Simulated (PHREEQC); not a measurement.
# Leach liquor (model solution)

Dissolve 0.0042 mol/kgw H2SO4, 0.019 mol/kgw LiCl and 5.9e-05 mol/kgw MgSO4 at 25 °C. Closed to the air; pH follows from the charge balance.

Equilibrium calculation in PHREEQC: ion-association model, phreeqc.dat.

The pH is 2.20 and the ionic strength is 0.0292 mol/kgw. The specific conductance is 4650 µS/cm and the total alkalinity is -8.40 meq/kg.

```json
[
 {"species": "Cl-", "molality": "0.0190", "activity": "0.0161", "log γ": "-0.072"},
 {"species": "Li+", "molality": "0.0189", "activity": "0.0162", "log γ": "-0.065"},
 {"species": "H+", "molality": "0.00725", "activity": "0.00635", "log γ": "-0.058"},
 {"species": "SO4-2", "molality": "0.00297", "activity": "0.00158", "log γ": "-0.274"},
 {"species": "HSO4-", "molality": "0.00115", "activity": "0.000977", "log γ": "-0.070"},
 {"species": "LiSO4-", "molality": "0.000131", "activity": "0.000112", "log γ": "-0.068"}
]
```

Precipitation was switched off in this run.
